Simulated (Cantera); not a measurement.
An isothermal, constant-pressure homogeneous reactor starts with 14.7 % C2H6, 85.3 % N2, at 1498 K and 20.0 Torr.

Detailed kinetics in Cantera: GRI-Mech 3.0 (53 species, 325 reactions). GRI-Mech 3.0 stops at C3 and has no aromatics, soot or wall deposition, so with more carbon than oxygen in the feed, carbon stays in small species such as C2H2 where larger ones or solid carbon would form. Radical loss at walls, strong at low pressure, is not modelled.

x: mole fraction; the columns are a selection and need not sum to one.

| t (s) | x C2H6 | x C2H4 | x H | x C2H | x C2H2 |
|---|---|---|---|---|---|
| 0.000200 | 0.141 | 0.00167 | 6.91e-5 | 3.00e-11 | 2.17e-6 |
| 0.000419 | 0.129 | 0.00910 | 0.000141 | 2.02e-9 | 7.95e-5 |
| 0.000878 | 0.0978 | 0.0295 | 0.000211 | 1.62e-8 | 0.00114 |
| 0.00184 | 0.0505 | 0.0576 | 0.000268 | 6.11e-8 | 0.00722 |
| 0.00385 | 0.0125 | 0.0669 | 0.000284 | 1.38e-7 | 0.0241 |
| 0.00808 | [?] | [?] | [?] | [?] | [?] |
| 0.0169 | 0.000206 | 0.0368 | 7.71e-5 | 6.55e-8 | 0.0610 |
| 0.0355 | 4.19e-5 | 0.0255 | 3.92e-5 | 3.63e-8 | 0.0716 |
| 0.0743 | 1.36e-5 | 0.0164 | 2.39e-5 | 2.34e-8 | 0.0800 |
| 0.156 | 7.83e-6 | 0.00846 | 1.94e-5 | 1.98e-8 | 0.0873 |
| 0.326 | 7.95e-6 | 0.00238 | 2.11e-5 | 2.21e-8 | 0.0930 |
| 0.683 | 8.56e-6 | 0.000409 | 2.33e-5 | 2.46e-8 | 0.0953 |
| 1.43 | [?] | [?] | 2.41e-5 | 2.53e-8 | 0.0964 |
| 3.00 | 6.42e-6 | 0.000278 | 2.56e-5 | 2.64e-8 | 0.0982 |

**Question.** Some entries are withheld; supply them.

**Answer.** 
- 0.00808, x C2H6: 0.00152
- 0.00808, x C2H4: 0.0520
- 0.00808, x H: 0.000167
- 0.00808, x C2H: 1.21e-7
- 0.00808, x C2H2: 0.0458
- 1.43, x C2H6: 7.82e-6
- 1.43, x C2H4: 0.000305
